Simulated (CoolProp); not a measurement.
Vapour-liquid equilibrium of benzene (1) + n-octane (2) at 372.9 K; x and y are mole fractions of (1).

Model: multi-fluid Helmholtz-energy mixture model, Thol 2012 and Beckmüller 2019; pair parameters Bell 2016, in CoolProp.

```
x      bubble pressure, mixture model (kPa)  bubble pressure, Raoult's law (kPa)  y, mixture model  y, Raoult's law
-----  ------------------------------------  -----------------------------------  ----------------  ---------------
0.05                                      …                                53.10             0.188            0.168
0.125                                     …                                63.04                 …            0.355
0.2                                   79.24                                72.98             0.520            0.490
0.275                                 90.88                                82.91                 …            0.594
0.35                                      …                                92.85                 …            0.675
0.425                                     …                                102.8             0.745            0.740
0.5                                   122.0                                112.7             0.790            0.794
0.575                                 131.2                                122.7             0.829            0.839
0.65                                  140.0                                132.6             0.863            0.877
0.725                                 148.4                                142.5                 …            0.910
0.8                                   156.7                                152.5             0.923            0.939
0.875                                 165.0                                162.4             0.952            0.964
0.95                                  173.3                                172.3             0.980            0.987
```

Task: Fill in the missing entries.

Result: 
- 0.05, bubble pressure, mixture model (kPa): 54.71
- 0.125, bubble pressure, mixture model (kPa): 67.10
- 0.125, y, mixture model: 0.385
- 0.275, y, mixture model: 0.616
- 0.35, bubble pressure, mixture model (kPa): 101.9
- 0.35, y, mixture model: 0.688
- 0.425, bubble pressure, mixture model (kPa): 112.3
- 0.725, y, mixture model: 0.894

The largest gap from Raoult's law is +9.7 % in bubble pressure, at x = 0.35. No azeotrope shows between x = 0.05 and 0.95.

The pair parameters rest on a limited set of measurements; away from them the model extrapolates.
